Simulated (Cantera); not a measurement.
Feed: 1 mol MgO, 0.014 mol H2, at 1402 °C and 1.00 bar.

Cantera equilibrium calculation (NASA polynomials, part measured and part estimated; ideal gas, pure solids and liquids). Candidate condensed phases: H2O, Mg, MgO, Mg(OH)2; 15 gas species. Rates play no part.

Task: What is the equilibrium state?

Result: 
| Quantity | Result |
|---|---|
| x(H2) | 0.999 |
| x(H2O) | 0.000241 |
| x(Mg) | 0.000238 |
| x(H) | 0.000116 |
| x(MgH) | 2.91e-6 |
| n(MgO(s)) | 1.000 mol |
| gas amount | 0.01400 mol |
| log10 activity of Mg(l) (absent) | -4.52 |
